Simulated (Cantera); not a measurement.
What does this Cantera script print?

```python
import numpy as np
import cantera as ct

gas = ct.Solution("gri30.yaml")
gas.TPX = 1225, 1333, {'H2': 0.029, 'O2': 1}
reactor = ct.IdealGasConstPressureReactor(gas, energy="off", clone=False)
net = ct.ReactorNet([reactor])
net.rtol, net.atol = 1e-08, 1e-18
show = ['H2', 'O2', 'OH', 'H2O2', 'H', 'O']
times = np.geomspace(8e-06, 200, 15)

steps = ct.SolutionArray(gas, extra=["t"])
rows = []
print(f"{'t/s':>10s}{'T/K':>9s}{'P/Pa':>11s}" + "".join(f"{s:>11s}" for s in show))
for t in times:
    while net.time < t:
        t_next = net.step()
        steps.append(gas.state, t=t_next)
    rows.append([np.interp(t, steps.t, y) for y in (steps.T, steps.P, *steps(*show).X.T)])
    print(f"{t:10.3e}{rows[-1][0]:9.1f}{rows[-1][1]:11.4g}" + "".join(f"{x:11.3e}" for x in rows[-1][2:]))
rate = np.gradient(steps.T, steps.t)
print("integrator steps:", len(steps.t))
if steps.T.max() > steps.T[0] + 200:
    print(f"time of steepest temperature rise: {steps.t[rate.argmax()]:.4e} s")
gas.TPX = 1225, 1333, {'H2': 0.029, 'O2': 1}
gas.equilibrate("TP")
print(f"equilibrium (TP): T = {gas.T:.1f} K  " + "  ".join(f"{s} {gas[s].X[0]:.3e}" for s in show))
```

Output:

```
       t/s      T/K       P/Pa         H2         O2         OH       H2O2          H          O
 8.000e-06   1225.0       1333  2.818e-02  9.718e-01  3.085e-11  3.644e-15  2.892e-10  3.121e-11
 2.701e-05   1225.0       1333  2.818e-02  9.718e-01  2.916e-10  4.125e-14  8.010e-10  3.030e-10
 9.119e-05   1225.0       1333  2.818e-02  9.718e-01  2.140e-09  4.690e-13  1.892e-09  2.423e-09
 3.079e-04   1225.0       1333  2.818e-02  9.718e-01  1.557e-08  5.315e-12  7.250e-09  2.073e-08
 1.039e-03   1225.0       1333  2.818e-02  9.718e-01  7.045e-07  6.056e-11  2.824e-07  1.011e-06
 3.509e-03   1225.0       1333  5.897e-03  9.538e-01  4.424e-03  1.739e-07  3.993e-03  1.381e-02
 1.185e-02   1225.0       1333  2.759e-04  9.499e-01  2.140e-03  4.818e-08  2.426e-03  1.955e-02
 4.000e-02   1225.0       1333  1.975e-04  9.564e-01  1.815e-03  4.775e-08  1.430e-03  1.367e-02
 1.350e-01   1225.0       1333  8.032e-05  9.653e-01  1.162e-03  4.222e-08  3.584e-04  5.405e-03
 4.559e-01   1225.0       1333  1.503e-05  9.702e-01  5.049e-04  2.575e-08  2.866e-05  9.999e-04
 1.539e+00   1225.0       1333  1.890e-06  9.712e-01  1.800e-04  9.428e-09  1.285e-06  1.259e-04
 5.197e+00   1225.0       1333  2.578e-07  9.714e-01  6.675e-05  2.489e-09  6.532e-08  1.726e-05
 1.755e+01   1225.0       1333  4.581e-08  9.714e-01  2.822e-05  6.160e-10  4.931e-09  3.081e-06
 5.924e+01   1225.0       1333  1.105e-08  9.714e-01  1.389e-05  1.782e-10  5.878e-10  7.460e-07
 2.000e+02   1225.0       1333  5.532e-09  9.714e-01  9.831e-06  9.970e-11  2.091e-10  3.741e-07
integrator steps: 1945
equilibrium (TP): T = 1225.0 K  H2 5.347e-09  O2 9.714e-01  OH 9.665e-06  H2O2 9.704e-11  H 1.987e-10  O 3.616e-07
```

Model: GRI-Mech 3.0 (53 species, 325 reactions), integrated in Cantera. Radical loss at walls, strong at low pressure, is not modelled.
